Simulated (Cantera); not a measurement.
What does this Cantera script print?

```python
import numpy as np
import cantera as ct

surf = ct.Interface("diamond.yaml", "diamond_100")
gas, bulk = surf.adjacent["gas"], surf.adjacent["diamond"]
k = surf.kinetics_species_index(bulk.species_names[0])
cover = ["c6HH", "c6H*", "c6*H", "c6**", "c6HM", "c6B"]

rows, drift = [], 0.0
print(f"{'T':>10s}{'um/h':>11s}" + "".join(f"{s:>11s}" for s in cover))
for v in [925, 1000, 1075, 1150, 1225, 1300, 1375]:
    T, P, xH, xCH3 = v, 23000, 0.00074, 1.8e-05
    gas.TPX = T, P, {"H": xH, "CH3": xCH3, "CH4": 0.0022, "H2": 1 - xH - xCH3 - 0.0022}
    surf.TP = bulk.TP = T, P
    surf.coverages = "c6H*:0.1, c6HH:0.9"
    surf.advance_coverages(100.0)
    before = surf.coverages
    surf.advance_coverages(100.0)
    drift = max(drift, np.max(np.abs(surf.coverages - before) / (surf.coverages + 1e-9)))
    rate = surf.net_production_rates[k] * bulk.mean_molecular_weight / bulk.density * 3.6e9
    rows.append([rate, *surf[cover].coverages])
    print(f"{v:10.4g}{rate:11.4e}" + "".join(f"{x:11.3e}" for x in rows[-1][1:]))
```

Output:

```
         T       um/h       c6HH       c6H*       c6*H       c6**       c6HM        c6B
       925 1.4305e+00  6.546e-01  1.193e-02  3.062e-01  5.045e-03  1.747e-02  3.882e-09
      1000 1.9636e+00  5.922e-01  1.786e-02  3.650e-01  8.616e-03  1.188e-02  5.328e-09
      1075 2.0962e+00  5.381e-01  2.465e-02  4.141e-01  1.304e-02  6.845e-03  5.688e-09
      1150 1.4382e+00  4.947e-01  3.188e-02  4.514e-01  1.771e-02  2.615e-03  3.903e-09
      1225 7.5357e-01  4.624e-01  3.899e-02  4.754e-01  2.185e-02  6.729e-04  2.045e-09
      1300 4.8525e-01  4.420e-01  4.561e-02  4.870e-01  2.489e-02  1.529e-04  1.317e-09
      1375 3.7960e-01  4.332e-01  5.147e-02  4.884e-01  2.663e-02  3.515e-05  1.030e-09
```

Cantera simulation using the Harris–Goodwin 1993 mechanism for the reconstructed diamond (100) surface; the numbers are that mechanism's predictions, not measurements.
